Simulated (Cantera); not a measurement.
**Premixed flame**

A freely propagating, adiabatic, planar premixed flame of H₂ : O₂ : N₂ : H₂O = 1 : 0.357 : 1.11 : 0.13 (molar parts), equivalence ratio 1.4, unburnt at 525 K and 675 Torr; mixture-averaged transport, grid criteria slope 0.08 and curve 0.16, no radiation.

Computed with Cantera and the H2/O2 subset of GRI-Mech 3.0, which has no nitrogen chemistry. Burning velocities carry a grid error of a few per cent, more on coarse grids.

| z (mm) | T (K) | u (m/s) | x H₂ | x O₂ | x H₂O | x OH | x H | x HO₂ |
|---|---|---|---|---|---|---|---|---|
| -1.38 | 525 | 7.51 | 0.385 | 0.137 | 0.0501 | <1e-8 | <1e-8 | <1e-8 |
| -0.917 | 525 | 7.51 | 0.385 | 0.137 | 0.0501 | <1e-8 | <1e-8 | <1e-8 |
| -0.688 | 525 | 7.51 | 0.385 | 0.137 | 0.0501 | <1e-8 | <1e-8 | <1e-8 |
| -0.458 | 525 | 7.51 | 0.385 | 0.137 | 0.0501 | <1e-8 | <1e-8 | 6.50e-8 |
| -0.229 | 534 | 7.61 | 0.383 | 0.138 | 0.0505 | 1.67e-5 | 4.48e-5 | 0.000165 |
| -0.115 | 749 | 10.4 | 0.352 | 0.133 | 0.0686 | 0.000931 | 0.00537 | 0.000289 |
| 0 | 1215 | 16.3 | 0.245 | 0.0953 | 0.156 | 0.00316 | 0.0435 | 0.000101 |
| 0.115 | 1538 | 20.4 | 0.139 | 0.0333 | 0.270 | 0.00885 | 0.0799 | 3.10e-5 |
| 0.229 | 1685 | 22.2 | 0.113 | 0.0139 | 0.307 | 0.0120 | 0.0822 | 1.20e-5 |
| 0.458 | 1831 | 23.9 | 0.113 | 0.00862 | 0.319 | 0.0140 | 0.0700 | 6.71e-6 |
| 0.917 | 1982 | 25.5 | 0.117 | 0.00631 | 0.329 | 0.0148 | 0.0545 | 4.40e-6 |
| 1.83 | 2129 | 27.1 | 0.119 | 0.00414 | 0.339 | 0.0142 | 0.0399 | 2.70e-6 |
| 3.67 | 2257 | 28.5 | 0.121 | 0.00238 | 0.350 | 0.0122 | 0.0277 | 1.54e-6 |
x: mole fraction of selected species; z is measured from the peak of heat release.

| Quantity | Result |
|---|---|
| laminar burning velocity | 751 cm/s |
| thermal thickness | 0.458 mm |
| peak x(OH) | 0.0148 |
| peak x(H) | 0.0836 |
| peak x(HO₂) | 0.000421 |
| grid points | 137 |
